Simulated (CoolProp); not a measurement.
Saturation properties of hydrogen chloride.

Computed with CoolProp (reference Helmholtz-energy equation of state, Thol 2018).

| T (K) | p (MPa) | vapour density (kg/m³) | enthalpy of vaporisation (kJ/kg) | liquid cp (kJ/(kg K)) |
|---|---|---|---|---|
| 182.8 | 0.07396 | 1.817 | 449.4 | 1.657 |
| 186.7 | 0.09313 | 2.250 | 445.3 | 1.659 |
| 190.7 | 0.1167 | 2.774 | 441.0 | 1.661 |
| 194.7 | 0.1448 | 3.388 | 436.7 | 1.664 |
| 198.7 | 0.1779 | 4.103 | 432.1 | 1.668 |
| 202.7 | 0.2166 | 4.930 | 427.5 | 1.673 |
| 206.7 | 0.2616 | 5.879 | 422.7 | 1.678 |
| 210.6 | 0.3121 | 6.936 | 417.9 | 1.685 |
| 214.6 | 0.3714 | 8.166 | 412.8 | 1.692 |
| 218.6 | 0.4390 | 9.559 | 407.6 | 1.701 |
| 222.6 | 0.5155 | 11.13 | 402.1 | 1.711 |

It boils at 188.2 K under 1 atm.
